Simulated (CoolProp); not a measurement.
Model: reference Helmholtz-energy equation of state, Lemmon 2006, in CoolProp. It is a short technical equation, of lower accuracy than the large ones.

Task: Give the vapour pressure (MPa), liquid density (kg/m³), enthalpy of vaporisation (kJ/kg), vapour Z of saturated acetone at 233.8 K.

Result: 
```csv
T (K),p (MPa),liquid density (kg/m³),enthalpy of vaporisation (kJ/kg),vapour Z
233.8,0.000759,854,596,0.997
```
